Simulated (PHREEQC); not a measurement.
## Copper plating or etch bath: an equilibrium model

Consider water at 80 °C with 0.3 mol Cu(NO3)2, 7.6e-05 mol HBF4 and 0.00073 mol Na2SO4 per kg of water. Closed to the air; pH follows from the charge balance.

Equilibrium calculation in PHREEQC: ion-association model, wateq4f.dat.

Each row changes one thing in this solution. No solid was allowed to form.

| case | pH | ionic strength (mol/kgw) | SO4-2 (mol/kgw) | HSO4- (mol/kgw) | NaSO4- (mol/kgw) | SI of Mirabilite (Na2SO4:10H2O) |
|---|---|---|---|---|---|---|
| as made | 3.35 | 0.900 | 0.000268 | 1.06e-5 | 3.81e-7 | -11.57 |
| Cu(NO3)2 left out | 3.83 | 0.00230 | 0.000691 | 3.38e-5 | (withheld) | (withheld) |
| 0.22 mol/kgw H2SO4 added | 0.75 | 1.11 | 0.0128 | 0.191 | 1.68e-5 | -9.97 |
| HBF4 left out | (withheld) | 0.900 | 0.000269 | 9.26e-6 | 3.82e-7 | -11.57 |
| temperature from 80 to 35 °C | 3.62 | 0.900 | 0.000267 | 1.95e-6 | 3.51e-7 | (withheld) |

**Question.** Some entries are withheld; supply them.

**Answer.** 
- Cu(NO3)2 left out, NaSO4- (mol/kgw): 5.35e-6
- Cu(NO3)2 left out, SI of Mirabilite (Na2SO4:10H2O): -10.04
- HBF4 left out, pH: 3.42
- temperature from 80 to 35 °C, SI of Mirabilite (Na2SO4:10H2O): -9.76

The ionic strength passes 0.7 mol/kgw, the rough limit of the ion-association models, in as made; 0.22 mol/kgw H2SO4 added; HBF4 left out; temperature from 80 to 35 °C. Constants without temperature data keep their 25 °C values here. Real BF4- forms and hydrolyses slowly; the run takes it at equilibrium.
